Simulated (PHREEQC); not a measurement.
Make-up at 25 °C: 0.013 mol/kgw NH3. Closed to the air; pH follows from the charge balance.

Computed with PHREEQC (ion-association model, phreeqc.dat).

The pH is 10.67. The ionic strength comes out as 0.000483 mol/kgw and the specific conductance comes out as 129 µS/cm. The total alkalinity is 13.0 meq/kg.

```csv
species,molality,activity,log γ
NH3,0.0125,0.0125,0.000
OH-,0.000483,0.000472,-0.011
NH4+,0.000483,0.000471,-0.011
```

Precipitation was switched off in this run. Complexes and solids missing from the database can't appear.
